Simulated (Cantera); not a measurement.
## Aluminium nitride and oxide growth: AlCl₃ + O₂ + N₂

Feed: 1 mol AlCl₃, 1.8 mol O₂, a varied amount of N₂, at 900 °C and 6.53 Torr.

Method: chemical equilibrium by Gibbs-energy minimisation in Cantera with the NASA 1993 tables (ideal gas, pure condensed phases). Candidate condensed phases: Al, AlCl₃, AlN, Al₂O₃; 24 gas species. Rates play no part.

```tsv
n(N₂) (mol)	x N₂	x Cl₂	x O₂	x Cl	x NO	x ClO	x AlCl₃	n Al₂O₃(s)
19	0.877	0.0644	0.0484	0.00966	8.04e-5	8.23e-6	8.94e-7	0.500
48	0.947	0.0265	0.0207	0.00619	5.45e-5	3.45e-6	4.46e-7	0.500
76	0.965	0.0166	0.0133	0.00490	4.42e-5	2.19e-6	3.08e-7	0.500
110	0.975	0.0113	0.00929	0.00404	3.71e-5	1.51e-6	2.26e-7	0.500
130	0.979	0.00945	0.00789	0.00370	3.43e-5	1.27e-6	1.96e-7	0.500
160	0.983	0.00756	0.00643	0.00331	3.10e-5	1.03e-6	1.63e-7	0.500
190	0.985	0.00627	0.00543	0.00301	2.85e-5	8.59e-7	1.40e-7	0.500
220	0.987	0.00534	0.00470	0.00278	2.65e-5	7.37e-7	1.23e-7	0.500
250	0.989	0.00464	0.00414	0.00259	2.49e-5	6.45e-7	1.09e-7	0.500
280	0.990	0.00409	0.00370	0.00243	2.36e-5	5.72e-7	9.83e-8	0.500
310	0.991	0.00364	0.00334	0.00230	2.24e-5	5.14e-7	8.93e-8	0.500
340	0.991	0.00328	0.00305	0.00218	2.14e-5	4.66e-7	8.18e-8	0.500
```
x: gas mole fraction; n: condensed amount in mol.

From 19 mol N₂ to 340 mol N₂ the condensed part is Al₂O₃(s). The main Al-bearing gas is AlCl₃ throughout.
